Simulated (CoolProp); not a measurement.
The fluid at 298.15 K and 0.0758 MPa is throttled through a valve to 0.00924 MPa with no heat exchange. The same conditions are run with several fluids, on thermodynamics alone (safety and materials aside).

Model: reference Helmholtz-energy equation of state of each fluid (isobutane: Bücker 2006; fluoroethane (R161): Wu 2012; n-butane: Bücker 2006; fluorine: de Reuck 1990; trans-2-butene: Lemmon 2005), in CoolProp.

```csv
fluid,temperature change (K),final density (kg/m³)
isobutane,-1.4,0.218
fluoroethane (R161),-1.4,[?]
n-butane,[?],0.218
fluorine,-0.1,0.142
trans-2-butene,[?],0.211
```

Task: Some entries are withheld; supply them.

Result: 
- fluoroethane (R161), final density (kg/m³): 0.180
- n-butane, temperature change (K): -1.7
- trans-2-butene, temperature change (K): -2.0
